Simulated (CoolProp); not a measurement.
Vapour-liquid equilibrium of CH2F2 (R32) (1) + R236EA (2) at -23.55 °C; x and y are mole fractions of (1).

Model: multi-fluid Helmholtz-energy mixture model, Tillner-Roth 1997 and Rui 2013; pair parameters Bell 2016, in CoolProp.

```tsv
x	bubble pressure (bar)	y at the bubble point	dew pressure at overall composition x (bar)	liquid density (mol/L)
0.05	0.3949	0.387	0.2648	10.63
0.2	0.8448	0.752	0.3103	11.65
0.35	1.318	0.868	0.3748	12.84
0.5	1.807	0.924	0.4730	14.26
0.65	2.309	0.957	0.6408	15.96
0.8	2.827	0.980	0.9922	18.06
0.95	3.361	0.996	2.179	20.71
```

No azeotrope shows between x = 0.05 and 0.95.

Pair parameters are fitted to limited data, so mixtures are less certain than the pure fluids.
